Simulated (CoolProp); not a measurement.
Vapour-liquid equilibrium of CHF3 (R23) (1) + C2F6 (R116) (2) at 0.15 MPa; x and y are mole fractions of (1).

Model: multi-fluid Helmholtz-energy mixture model, Penoncello 2003 and Lemmon 2006; pair parameters Bell 2016, in CoolProp.

| x | bubble temperature (K) | y at the bubble point | dew temperature at overall composition x (K) | liquid density (mol/L) |
|---|---|---|---|---|
| 0.05 | 199.2 | 0.192 | 201.8 | 11.72 |
| 0.125 | 196.1 | 0.350 | 200.4 | 12.19 |
| 0.2 | 194.4 | 0.434 | 199.0 | 12.65 |
| 0.275 | 193.5 | 0.484 | 197.6 | 13.13 |
| 0.35 | 193.0 | 0.516 | 196.1 | 13.63 |
| 0.425 | 192.7 | 0.539 | 194.6 | 14.17 |
| 0.5 | 192.6 | 0.557 | 193.2 | 14.77 |
| 0.575 | 192.6 | 0.574 | 192.6 | 15.42 |
| 0.65 | 192.6 | 0.594 | 193.1 | 16.13 |
| 0.725 | 192.8 | 0.620 | 194.1 | 16.90 |
| 0.8 | 193.2 | 0.660 | 195.2 | 17.75 |
| 0.875 | 194.1 | 0.728 | 196.3 | 18.66 |
| 0.95 | 196.0 | 0.852 | 197.5 | 19.62 |

y crosses x between x = 0.5 and 0.575: the model has an azeotrope there.

Pair parameters are fitted to limited data, so mixtures are less certain than the pure fluids.
